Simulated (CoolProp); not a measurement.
Dodecamethylpentasiloxane (MD3M) along the isotherm 346.85 °C: density (kg/m³) from the reference equation and from simpler models built on Tc = 354.9 °C, pc = 0.9540 MPa, ω = 0.730; each cubic takes its own stable root.

Computed with CoolProp (reference Helmholtz-energy equation of state, Thol 2019).

```json
[
 {"p (MPa)": "1.19", "phase": "liquid", "reference": "456.7"},
 {"p (MPa)": "2.38", "phase": "liquid", "reference": "509.8"},
 {"p (MPa)": "3.58", "phase": "liquid", "reference": "536.1"},
 {"p (MPa)": "4.77", "phase": "liquid", "reference": "554.4"},
 {"p (MPa)": "5.96", "phase": "liquid", "reference": "568.7"},
 {"p (MPa)": "7.15", "phase": "liquid", "reference": "580.6"},
 {"p (MPa)": "8.35", "phase": "liquid", "reference": "590.9"},
 {"p (MPa)": "9.54", "phase": "liquid", "reference": "599.9"}
]
```

How far does each simpler model (van der Waals, Soave-Redlich-Kwong, Peng-Robinson) lie from the reference over these 8 states: mean and median of the absolute difference, and the worst?


- van der Waals: mean 30.2 %, median 29.1 %, worst -36.1 % at 346.85 °C and 1.19 MPa
- Soave-Redlich-Kwong: mean 9.5 %, median 8.0 %, worst -19.2 % at 346.85 °C and 1.19 MPa
- Peng-Robinson: mean 4.2 %, median 3.7 %, worst -10.1 % at 346.85 °C and 1.19 MPa
